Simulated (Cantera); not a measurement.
Input: 1 mol C3H6, 0.093 mol CO2, 14 mol N2, held at 1 atm.

These are equilibrium values from Cantera (NASA tables, ideal gas, pure condensed phases), not measurements of a reactor. Candidate condensed phases: C, C6H6, C7H8, C8H18, H2O; 136 gas species. Kinetics and transport are ignored.

x: gas mole fraction; n: condensed amount in mol.

```json
[
 {"T (K)": "2125", "x N2": "0.809", "x H2": "0.169", "x HCN": "0.00866", "x H": "0.00148", "x CO": "0.0108", "x HNC": "0.000609", "x C2H2 (acetylene)": "0.000283", "n C(graphite)": "2.74"},
 {"T (K)": "2200", "x N2": "0.808", "x H2": "0.167", "x HCN": "0.0111", "x H": "0.00229", "x CO": "0.0108", "x HNC": "0.000874", "x C2H2 (acetylene)": "0.000427", "n C(graphite)": "2.69"},
 {"T (K)": "2275", "x N2": "0.806", "x H2": "0.164", "x HCN": "___", "x H": "___", "x CO": "0.0108", "x HNC": "___", "x C2H2 (acetylene)": "___", "n C(graphite)": "2.62"},
 {"T (K)": "2350", "x N2": "0.803", "x H2": "0.161", "x HCN": "0.0171", "x H": "0.00498", "x CO": "0.0108", "x HNC": "0.00167", "x C2H2 (acetylene)": "0.000890", "n C(graphite)": "2.55"},
 {"T (K)": "2425", "x N2": "0.800", "x H2": "0.158", "x HCN": "0.0207", "x H": "0.00706", "x CO": "0.0108", "x HNC": "0.00222", "x C2H2 (acetylene)": "0.00123", "n C(graphite)": "2.47"},
 {"T (K)": "2500", "x N2": "0.797", "x H2": "0.153", "x HCN": "0.0247", "x H": "0.00978", "x CO": "0.0108", "x HNC": "0.00290", "x C2H2 (acetylene)": "0.00166", "n C(graphite)": "2.37"},
 {"T (K)": "2575", "x N2": "0.793", "x H2": "0.148", "x HCN": "___", "x H": "___", "x CO": "0.0108", "x HNC": "___", "x C2H2 (acetylene)": "___", "n C(graphite)": "2.26"},
 {"T (K)": "2650", "x N2": "0.788", "x H2": "0.142", "x HCN": "0.0337", "x H": "0.0176", "x CO": "0.0107", "x HNC": "0.00465", "x C2H2 (acetylene)": "0.00279", "n C(graphite)": "2.13"}
]
```

Task: Complete the blanks.

Result: 
- 2575, x HCN: 0.0291
- 2575, x H: 0.0132
- 2575, x HNC: 0.00371
- 2575, x C2H2 (acetylene): 0.00218
- 2275, x HCN: 0.0139
- 2275, x H: 0.00342
- 2275, x HNC: 0.00122
- 2275, x C2H2 (acetylene): 0.000626
